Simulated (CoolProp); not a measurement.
Vapour-liquid equilibrium of ethanol (1) + hexamethyldisiloxane (MM) (2) at 0.897 bar; x and y are mole fractions of (1).

The numbers come from the multi-fluid Helmholtz-energy mixture model, Schroeder 2014 and Thol 2016; pair parameters Bell 2016 in CoolProp.

| x | bubble temperature, mixture model (K) | bubble temperature, Raoult's law (K) | y, mixture model | y, Raoult's law |
|---|---|---|---|---|
| 0.05 | 360.1 | 367.6 | 0.276 | 0.103 |
| 0.125 | 352.8 | 365.1 | 0.456 | 0.235 |
| 0.2 | 349.3 | 362.9 | 0.538 | 0.347 |
| 0.275 | 347.5 | 360.9 | 0.582 | 0.444 |
| 0.35 | 346.6 | 359.1 | 0.609 | 0.529 |
| 0.425 | 346.0 | 357.5 | 0.628 | 0.604 |
| 0.5 | 345.7 | 356.0 | 0.643 | 0.672 |
| 0.575 | 345.4 | 354.7 | 0.659 | 0.733 |
| 0.65 | 345.3 | 353.4 | 0.679 | 0.789 |
| 0.725 | 345.3 | 352.2 | 0.706 | 0.841 |
| 0.8 | 345.5 | 351.1 | 0.747 | 0.888 |
| 0.875 | 346.1 | 350.1 | 0.811 | 0.933 |
| 0.95 | 347.3 | 349.1 | 0.909 | 0.974 |

The largest gap from Raoult's law is -13.6 K in bubble temperature, at x = 0.2. y crosses x between x = 0.65 and 0.725: the model has an azeotrope there.

Pair parameters are fitted to limited data, so mixtures are less certain than the pure fluids.
